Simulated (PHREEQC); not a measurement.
Consider water at 55 °C with 0.0215 mol/kgw H3PO4 and 0.00035 mol/kgw Na2SO4. It is in equilibrium with CO2 at log p = -2 (atm). Otherwise closed; pH follows from the charge balance.

All values are PHREEQC results (ion-association model, wateq4f.dat), not measurements.

Precipitation was switched off in this run.

**Question.** Predict the pH, ionic strength.

**Answer.** pH 2.10; ionic strength 0.00949 mol/kgw.

**Question.** In which forms is P present?

**Answer.** H3PO4 59 %, H2PO4- 41 % of the P.

Species that the database lacks are ignored. H3PO4, which wateq4f.dat lacks, is added to it with the constant of phreeqc.dat. At this temperature some constants are extrapolated from 25 °C, and those without enthalpy data are left unchanged.
